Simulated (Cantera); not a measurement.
A closed system holds: 1 mol CH₃SiCl₃, 0.45 mol HCl, 3.6 mol H₂, 0.95 mol C₃H₈, at 2150 K and 11.3 Torr.

Equilibrium computed with Cantera from the NASA thermochemical tables; the gas is ideal and each condensed phase is pure. The feed counts by its element totals alone. The tables' values for SiCl, SiCl₃ are old estimates; treat these amounts as uncertain. Gases not in the tables: Si₂H₆ and higher silanes. Rates play no part.

```json
[
 {"species": "H₂", "before": "0.677", "after": "0.611"},
 {"species": "HCl", "before": "0.264", "after": "0.218"},
 {"species": "H", "before": "0.0283", "after": "0.0900"},
 {"species": "Si", "before": "0.00137", "after": "0.0208"},
 {"species": "Cl", "before": "0.00808", "after": "0.0230"},
 {"species": "SiCl₂", "before": "0.0192", "after": "0.0224"},
 {"species": "Si₂", "before": "1.83e-6", "after": "8.02e-5"},
 {"species": "SiC₂", "before": "0.000109", "after": "0.00368"},
 {"species": "Si₂C", "before": "6.76e-5", "after": "0.00211"},
 {"species": "C₂H", "before": "1.65e-6", "after": "3.03e-5"},
 {"species": "SiH", "before": "6.77e-5", "after": "0.000641"},
 {"species": "SiCl", "before": "0.000819", "after": "0.00459"},
 {"species": "C(graphite), mol", "before": "3.06", "after": "3.32"},
 {"species": "SiC(s), mol", "before": "0.758", "after": "0.328"}
]
```
Gas species are given as mole fractions.

What was changed between the two runs?
(A) pressure from 11.3 Torr to 1.00 Torr
(B) temperature from 2150 K to 2375 K
(C) pressure from 11.3 Torr to 1.58 Torr
(D) pressure from 11.3 Torr to 150 Torr

B, temperature from 2150 K to 2375 K
